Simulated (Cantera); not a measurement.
Mixture: 1.93 % CH4, 2.70 % CO, 12.4 % O2, 83.0 % N2, at 4.93 atm, adiabatic and at constant pressure. Ignition delay is the time to a rise of 400 K.

Model: GRI-Mech 3.0 (53 species, 325 reactions), integrated in Cantera.

Predict: delay at 1100 K; delay at 1175 K; delay at 1250 K; delay at 1325 K; delay at 1400 K; delay at 1475 K; apparent activation energy between 1325 and 1475 K.


| Property | Value |
|---|---|
| delay at 1100 K | 52.0 ms |
| delay at 1175 K | 15.6 ms |
| delay at 1250 K | 5.39 ms |
| delay at 1325 K | 2.07 ms |
| delay at 1400 K | 0.882 ms |
| delay at 1475 K | 0.414 ms |
| apparent activation energy between 1325 and 1475 K | 170 kJ/mol |
